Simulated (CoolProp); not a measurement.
1000 sccm (0 °C, 1 atm) of nitrogen bubbles through liquid n-nonane at 372 K and leaves saturated at a total pressure of 0.15 MPa (ideal gas phase). Each further row changes one setting.

Model: reference Helmholtz-energy equation of state, Lemmon 2006, in CoolProp. It is a short technical equation, of lower accuracy than the large ones.

```json
[
 {"case": "as stated", "vapour pressure (kPa)": "20.2", "mole fraction of vapour": "0.135", "delivery (mg/min)": "890", "delivery (sccm)": "156", "change of delivery for a bath 1 K warmer (%)": "4.3"},
 {"case": "bath temperature 377 K", "vapour pressure (kPa)": "24.2", "mole fraction of vapour": "(withheld)", "delivery (mg/min)": "1100", "delivery (sccm)": "(withheld)", "change of delivery for a bath 1 K warmer (%)": "4.3"},
 {"case": "total pressure 0.3 MPa", "vapour pressure (kPa)": "20.2", "mole fraction of vapour": "(withheld)", "delivery (mg/min)": "413", "delivery (sccm)": "72.2", "change of delivery for a bath 1 K warmer (%)": "4.0"}
]
```

Q: Complete the blanks.

A: 
- bath temperature 377 K, mole fraction of vapour: 0.161
- bath temperature 377 K, delivery (sccm): 192
- total pressure 0.3 MPa, mole fraction of vapour: 0.0673
